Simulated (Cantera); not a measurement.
An adiabatic, constant-pressure homogeneous reactor starts with C3H8 : O2 : N2 = 1 : 6.49 : 24.4 (molar parts), equivalence ratio 0.77, at 1200 K and 0.326 atm.

Detailed kinetics in Cantera: GRI-Mech 3.0 (53 species, 325 reactions). GRI-Mech 3.0 was tuned for natural gas; its chemistry of propane as a main component is partial and can be far from experiment.

Problem. Predict: time of steepest temperature rise; temperature at 0.100 s; equilibrium temperature; x(O2) at 0.100 s; x(H2O2) at 0.100 s; x(OH) at 0.100 s.

Solution. 
```json
{
  "time_of_steepest_temperature_rise": "9.91 ms",
  "temperature at 0.100 s": "2478 K",
  "equilibrium_temperature": "2478 K",
  "x(O2) at 0.100 s": "0.0463 (gas-phase equilibrium 0.0463)",
  "x(H2O2) at 0.100 s": "8.89e-8 (gas-phase equilibrium 8.88e-8)",
  "x(OH) at 0.100 s": "0.0127 (gas-phase equilibrium 0.0126)"
}
```
